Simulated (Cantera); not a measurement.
Thermodynamics of silicon etching in halogen gases, feed Si + HF + N₂

Input: 1 mol Si, a varied amount of HF, 10 mol N₂, held at 1448.15 K and 0.133 bar.

Method: chemical equilibrium by Gibbs-energy minimisation in Cantera with the NASA 1993 tables (ideal gas, pure condensed phases). Candidate condensed phases: Si, Si₃N₄; 37 gas species. N₂ is the only nitrogen source here; it is nearly inert below about 1500 K, so the nitride shown seldom forms there in practice. The tables' values for SiF₃, SiF₂ are old estimates; treat these amounts as uncertain. Kinetics and transport are ignored.

| n(HF) (mol) | x N₂ | x HF | x H₂ | x SiF₄ | x SiF₃ | x SiHF₃ | x SiF₂ | x H | n Si₃N₄(s) |
|---|---|---|---|---|---|---|---|---|---|
| 1.6 | 0.888 | 0.00217 | 0.0727 | 0.0347 | 0.00186 | 0.000388 | 6.26e-5 | 6.82e-6 | 0.200 |
| 2.5 | 0.838 | 0.00285 | 0.106 | 0.0506 | 0.00250 | 0.000626 | 7.70e-5 | 8.22e-6 | 0.125 |
| 3.4 | 0.794 | 0.00338 | 0.134 | 0.0644 | 0.00302 | 0.000853 | 8.84e-5 | 9.27e-6 | 0.0493 |
| 4.2 | 0.757 | 0.0162 | 0.151 | 0.0747 | 0.000776 | 0.000233 | 5.04e-6 | 9.82e-6 | 0 |
| 5.1 | 0.709 | 0.0782 | 0.142 | 0.0707 | 0.000147 | 4.28e-5 | 1.92e-7 | 9.52e-6 | 0 |
| 6 | 0.667 | 0.133 | 0.133 | 0.0666 | 7.88e-5 | 2.22e-5 | 5.83e-8 | 9.23e-6 | 0 |
| 6.9 | 0.629 | 0.182 | 0.126 | 0.0628 | 5.28e-5 | 1.44e-5 | 2.77e-8 | 8.97e-6 | 0 |
| 7.8 | 0.595 | 0.226 | 0.119 | 0.0595 | 3.92e-5 | 1.04e-5 | 1.62e-8 | 8.73e-6 | 0 |
| 8.7 | 0.565 | 0.266 | 0.113 | 0.0565 | 3.09e-5 | 8.01e-6 | 1.06e-8 | 8.50e-6 | 0 |
| 9.6 | 0.538 | 0.301 | 0.108 | 0.0537 | 2.53e-5 | 6.40e-6 | 7.45e-9 | 8.29e-6 | 0 |
| 11 | 0.500 | 0.350 | 0.1000 | 0.0500 | 1.95e-5 | 4.76e-6 | 4.77e-9 | 8.00e-6 | 0 |
| 12 | 0.476 | 0.381 | 0.0952 | 0.0476 | 1.67e-5 | 3.97e-6 | 3.65e-9 | 7.80e-6 | 0 |
x: gas mole fraction; n: condensed amount in mol.

From 1.6 mol HF to 3.4 mol HF the condensed part is Si₃N₄(s). From 4.2 mol HF to 12 mol HF nothing is condensed. The main Si-bearing gas is SiF₄ throughout.
